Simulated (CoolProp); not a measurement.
Saturation properties of acetone (Tc = 508.1 K, pc = 4.692 MPa, ω = 0.307).

Model: reference Helmholtz-energy equation of state, Lemmon 2006, in CoolProp. It is a short technical equation, of lower accuracy than the large ones.

```
T (K)  p (MPa)  vapour density (kg/m³)  enthalpy of vaporisation (kJ/kg)  liquid cp (kJ/(kg K))  surface tension (mN/m)
-----  -------  ----------------------  --------------------------------  ---------------------  ----------------------
368.4   0.3289                     ___                             454.9                    ___                    14.2
377.6   0.4168                     ___                             442.8                  2.409                    13.1
386.8   0.5216                   10.96                             430.1                  2.451                    12.0
396.1   0.6468                   13.58                             416.6                  2.498                    11.0
405.3   0.7919                   16.68                             402.5                  2.549                    9.92
414.5   0.9604                   20.37                               ___                  2.606                    8.90
423.7    1.155                   24.75                             371.6                  2.670                    7.89
432.9    1.377                   29.98                             354.4                  2.744                    6.90
```

Problem. Complete the blanks.

Solution. 
- 368.4, vapour density (kg/m³): 6.975
- 368.4, liquid cp (kJ/(kg K)): 2.370
- 377.6, vapour density (kg/m³): 8.783
- 414.5, enthalpy of vaporisation (kJ/kg): 387.6

It boils at 329.2 K under 1 atm.

Surface tension comes from a separate correlation (Mulero 2012).
